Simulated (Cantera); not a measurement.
A counterflow diffusion flame at 1.01 bar, nozzles 20 mm apart: fuel side 94.3 % CO, 5.75 % H2 at 450 K, oxidiser side 23.0 % O2, 77.0 % N2 at 775 K, fuel mass flux 1.2 times the oxidiser's; mixture-averaged transport, no radiation.

Cantera simulation using GRI-Mech 3.0 (53 species, 325 reactions); the numbers are that mechanism's predictions, not measurements. The maximum strain rate includes the flame's own expansion and is several times the mean.

x: mole fraction; the columns are a selection and need not sum to one.

```
oxidiser flux (kg/m²/s)  max strain (1/s)  mean strain (1/s)  T max (K)  peak x OH  peak x H  peak x NO  peak x CO
-----------------------  ----------------  -----------------  ---------  ---------  --------  ---------  ---------
0.61                                  385                118       2178    0.00669       [?]   0.000237      0.945
0.81                                  503                157       2131    0.00661       [?]   0.000172      0.946
1.1                                   671                213       2079    0.00648       [?]   0.000127      0.945
1.4                                   842                271       2038    0.00629       [?]   0.000103      0.945
1.9                                  1130                368       1985    0.00607       [?]    8.17e-5      0.945
2.6                                  1520                503       1928    0.00577    0.0142    6.62e-5      0.945
3.4                                  1960                658       1879    0.00548    0.0152    5.60e-5      0.945
4.6                                  2610                890       1820    0.00507    0.0163    4.59e-5      0.945
```

Problem. Some entries are withheld; supply them.

Solution. 
- 0.61, peak x H: 0.00861
- 0.81, peak x H: 0.00961
- 1.1, peak x H: 0.0107
- 1.4, peak x H: 0.0117
- 1.9, peak x H: 0.0129
